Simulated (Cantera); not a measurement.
Input (Python, Cantera):

```python
import numpy as np
import cantera as ct

gas = ct.Solution("gri30.yaml")
gas.TPX = 1350, 13332, {'N2O': 1, 'N2': 0.11}
inlet = ct.Reservoir(gas, clone=True)

reactor = ct.IdealGasConstPressureReactor(gas, energy="off", clone=False)
exhaust = ct.Reservoir(gas, clone=True)
tau = [0.51, 0.22, 0.098, 0.043, 0.019, 0.0083, 0.0037][0]
for a, b in ((inlet, reactor), (reactor, exhaust)):
    ct.MassFlowController(a, b, mdot=lambda t: reactor.mass / tau)
net = ct.ReactorNet([reactor])
show = ['N2O', 'N2', 'O', 'NO2', 'NO', 'O2']

rows = []
print(f"{'tau/s':>10s}{'T/K':>9s}" + "".join(f"{s:>11s}" for s in show))
for tau in [0.51, 0.22, 0.098, 0.043, 0.019, 0.0083, 0.0037]:
    net.initial_time = 0.0
    net.advance(30 * tau)
    before = gas.X
    net.advance(40 * tau)
    drift = np.max(np.abs(gas.X - before) / (gas.X + 1e-9))
    rows.append([gas.T, *gas[show].X, drift])
    print(f"{tau:10.3e}{gas.T:9.1f}" + "".join(f"{x:11.3e}" for x in gas[show].X))
```

Output:

```
     tau/s      T/K        N2O         N2          O        NO2         NO         O2
 5.100e-01   1350.0  5.170e-01  3.281e-01  1.386e-05  5.195e-05  4.495e-02  1.098e-01
 2.200e-01   1350.0  6.811e-01  2.301e-01  1.407e-05  2.830e-05  2.593e-02  6.276e-02
 9.800e-02   1350.0  7.874e-01  1.668e-01  1.416e-05  1.346e-05  1.344e-02  3.240e-02
 4.300e-02   1350.0  8.472e-01  1.311e-01  1.419e-05  5.463e-06  6.364e-03  1.531e-02
 1.900e-02   1350.0  8.764e-01  1.137e-01  1.420e-05  1.906e-06  2.910e-03  6.994e-03
 8.300e-03   1350.0  8.900e-01  1.056e-01  1.418e-05  5.464e-07  1.289e-03  3.097e-03
 3.700e-03   1350.0  8.960e-01  1.020e-01  1.411e-05  1.370e-07  5.762e-04  1.384e-03
```

Model: GRI-Mech 3.0 (53 species, 325 reactions), integrated in Cantera. GRI-Mech 3.0 was tuned for natural gas; its chemistry of N2O as a main component is partial and can be far from experiment. The mechanism lacks the step 2 NO + O2 → 2 NO2, which can matter for NO2 below about 1400 K. The temperature is held fixed by assumption; the heat of reaction is taken as removed at once.
